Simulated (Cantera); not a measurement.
Charge: 1 mol SiCl4, a varied amount of NH3, 4.9 mol H2, equilibrated at 1800 K and 3.98 Torr.

Cantera equilibrium calculation (NASA polynomials, part measured and part estimated; ideal gas, pure solids and liquids). Candidate condensed phases: NH4Cl, Si, Si3N4; 28 gas species. The tables' values for SiCl, SiCl3 are old estimates; treat these amounts as uncertain. Gases not in the tables: Si2H6 and higher silanes. Kinetics and transport are ignored.

At 3.8 mol NH3, list the 6 most abundant gas species with their mole fractions, and the condensed phases.

H2 0.658, HCl 0.138, N2 0.131, SiCl2 0.0673, H 0.00399, Cl 0.000640. Condensed: gas only.
